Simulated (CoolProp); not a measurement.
Properties of propylene along the isotherm 575 K.

The numbers come from the reference Helmholtz-energy equation of state, Lemmon 2013 in CoolProp.

```csv
p (kPa),phase,density (kg/m³),cv (kJ/(kg K)),isothermal compressibility (1/MPa)
3040,gas,28.02,2.310,0.3435
6070,supercritical,58.32,(withheld),(withheld)
9110,supercritical,90.63,2.334,0.1198
12100,supercritical,123.4,2.344,0.08886
15200,supercritical,156.8,2.353,0.06717
18200,supercritical,(withheld),2.359,(withheld)
21300,supercritical,215.7,2.364,0.04005
24300,supercritical,240.1,2.368,0.03178
27300,supercritical,261.6,2.371,0.02570
30400,supercritical,281.1,2.374,0.02106
33400,supercritical,297.9,2.377,0.01767
36400,supercritical,312.8,2.380,0.01507
39500,supercritical,326.7,2.382,0.01297
42500,supercritical,338.8,2.385,0.01135
45500,supercritical,349.8,2.387,0.01005
```

Question: Some entries are withheld; supply them.

Answer: 
- 6070, cv (kJ/(kg K)): 2.323
- 6070, isothermal compressibility (1/MPa): 0.1775
- 18200, density (kg/m³): 187.3
- 18200, isothermal compressibility (1/MPa): 0.05177
